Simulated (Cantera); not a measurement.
Equilibrium for silicon oxide and oxynitride deposition: TEOS + N2O + H2

A closed system holds: 1 mol TEOS, 2.7 mol N2O, 0.15 mol H2, held at 0.270 bar.

These are equilibrium values from Cantera (NASA tables, ideal gas, pure condensed phases), not measurements of a reactor. Candidate condensed phases: C, C6H6, C7H8, C8H18, H2O, Si, SiC, SiO2, Si2N2O, Si3N4; 151 gas species. The feed counts by its element totals alone. The tables hold silica as quartz up to 1696 K and as liquid above; real silica turns to tridymite and cristobalite and melts near 1996 K. Rates play no part.

```csv
T (K),x H2,x CO,x N2,x H2O,x CO2,x CH4,x HCN,n C(graphite),n SiO2(β-quartz),n Si2N2O(s),n SiC(s)
900,0.542,0.163,0.173,0.0578,0.0400,0.0247,2.67e-7,4.44,1.00,0,0
1000,0.566,0.244,0.159,0.0147,0.00908,0.00825,1.56e-6,3.56,1.00,0,0
1100,0.573,0.263,0.155,0.00364,0.00165,0.00318,6.63e-6,3.34,1.00,0,0
1200,0.576,0.267,0.154,0.00108,0.000363,0.00142,2.22e-5,3.30,1.00,0,0
1300,0.577,0.268,0.154,0.000380,1.00e-4,0.000707,6.17e-5,3.29,1.00,0,0
1400,0.578,0.268,0.154,0.000156,3.32e-5,0.000389,0.000148,3.29,1.000,0,0
1500,0.547,0.334,0.119,8.47e-5,2.00e-5,0.000207,0.000269,1.79,0,0.500,0
1600,0.547,0.334,0.118,4.31e-5,8.76e-6,0.000132,0.000521,1.79,0,0.498,0
1700,0.546,0.333,0.119,2.37e-5,4.24e-6,8.81e-5,0.000932,1.79,0,0.491,0
1800,0.518,0.341,0.137,1.36e-5,2.34e-6,5.57e-5,0.00164,0.336,0,0,0.963
1900,0.517,0.340,0.137,8.46e-6,1.32e-6,4.05e-5,0.00259,0.336,0,0,0.951
```
x: gas mole fraction; n: condensed amount in mol.

From 900 K to 1400 K the condensed part is C(graphite) + SiO2(β-quartz). From 1500 K to 1700 K the condensed part is C(graphite) + Si2N2O(s). From 1800 K to 1900 K the condensed part is C(graphite) + SiC(s).
